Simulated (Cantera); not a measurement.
**Ignition delay**

Mixture: CH₄ : O₂ : N₂ = 1 : 3.39 : 12.7 (molar parts), equivalence ratio 0.59, at 1.20 bar, adiabatic and at constant volume. Ignition delay is the time to a rise of 400 K.

Computed with Cantera and GRI-Mech 3.0 (53 species, 325 reactions).

| T0 (K) | delay (ms) |
|---|---|
| 1173 | 42.3 |
| 1248 | 14.7 |
| 1323 | 5.58 |
| 1398 | 2.31 |
| 1473 | 1.05 |
| 1548 | 0.524 |
| 1623 | 0.285 |

```yaml
apparent activation energy between 1473 and 1623 K: 170 kJ/mol
```
